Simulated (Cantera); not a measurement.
A freely propagating, adiabatic, planar premixed flame of 45.4 % H2, 8.71 % O2, 32.8 % N2, 13.2 % H2O, unburnt at 723 K and 2.70 bar; multicomponent+Soret transport, grid criteria slope 0.08 and curve 0.16, no radiation.

Detailed kinetics in Cantera: the H2/O2 subset of GRI-Mech 3.0, which has no nitrogen chemistry. The hydrogen kinetics of GRI-Mech 3.0 are dated; newer H2 mechanisms differ, most at raised pressure. Burning velocities carry a grid error of a few per cent, more on coarse grids.

### Question
Predict: laminar burning velocity; thermal thickness; peak x(H); peak x(HO2); peak x(O).

### Answer
```
Quantity                     Value
------------------------  --------
laminar burning velocity  867 cm/s
thermal thickness         0.130 mm
peak x(H)                   0.0412
peak x(HO2)               0.000589
peak x(O)                  0.00118
```
